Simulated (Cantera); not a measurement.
Input (Python, Cantera) and output of one run.

```python
import numpy as np
import cantera as ct

gas_names = """
    CL CL2 H HCL H2 N NH NH2 NH3 N2 N2H2 N2H4 Si SiCL SiCL2 SiCL3 SiCL4 SiH SiHCL3 SiH2 SiH2CL2 SiH3
    SiH3CL SiH4 SiN Si2 Si2N Si3
""".split()
cond_names = """
    NH4CL(a) NH4CL(b) Si(cr) Si(L) Si3N4(a)
""".split()


def load(file, names, dense=False):
    # The tables refer to 1 bar. Condensed volumes are neglected.
    table = {s.name: s for s in ct.Species.list_from_file(file)}
    out = []
    for n in names:
        d = dict(table[n].input_data)
        d["thermo"] = dict(d["thermo"], **{"reference-pressure": 1e5})
        if dense:
            d["equation-of-state"] = {"model": "constant-volume", "density": "1e6 g/cm^3"}
        out.append(ct.Species.from_dict(d))
    return out


gas = ct.Solution(thermo="ideal-gas", species=load("nasa_gas.yaml", gas_names))
cond = {s.name: ct.Solution(thermo="fixed-stoichiometry", species=[s], name=s.name)
        for s in load("nasa_condensed.yaml", cond_names, dense=True)}
atoms = {
    'SiH2Cl2': {'Si': 1, 'H': 2, 'CL': 2},
    'HCl': {'H': 1, 'CL': 1},
    'N2': {'N': 2},
}
top_T = {'Si3N4(a)': 2400}  # K; cautious upper limits of use, not melting points


def equilibrate(T, P, feed):
    n = {}
    for name, mol in feed.items():
        for a, k in atoms[name].items():
            n[a] = n.get(a, 0.0) + k * mol
    gas.TPX = T, P, n
    mass = sum(n.values()) * gas.mean_molecular_weight
    gas.equilibrate("TP")
    valid = [c for c in cond.values() if c.min_temp <= T <= top_T.get(c.name, c.max_temp)]
    mix = ct.Mixture([(gas, mass / gas.mean_molecular_weight)] + [(c, 0.0) for c in valid])
    mix.T, mix.P = T, P
    mix.equilibrate("TP", solver="vcs", rtol=1e-11, max_steps=5000)
    return mix


results = []
feed = {'SiH2Cl2': 1, 'HCl': 0.43, 'N2': 7.9}  # mol
T = 950  # K
P = 13332.2  # Pa
mix = equilibrate(T, P, feed)
results.append((T, P, feed, dict(zip(mix.species_names, mix.species_moles))))
x = sorted(zip(gas.X, gas.species_names), reverse=True)
print(f"T = {T:g} K  P = {P:g} Pa  gas = {mix.phase_moles(0):.4g} mol")
print("   x: " + "  ".join(f"{s} {v:.3e}" for v, s in x if v > 1e-05))
print("   condensed (mol): " + ("  ".join(f"{mix.phase(i).name} {mix.phase_moles(i):.4g}"
      for i in range(1, mix.n_phases) if mix.phase_moles(i) > 1e-12) or "none"))
```

It prints:

```
T = 950 K  P = 13332.2 Pa  gas = 9.573 mol
   x: N2 7.744e-01  HCL 1.411e-01  H2 5.633e-02  SiCL4 2.814e-02  SiHCL3 5.151e-05
   condensed (mol): Si3N4(a) 0.2434
```

Equilibrium computed with Cantera from the NASA thermochemical tables; the gas is ideal and each condensed phase is pure. N2 is the only nitrogen source here; it is nearly inert below about 1500 K, so the nitride shown seldom forms there in practice.
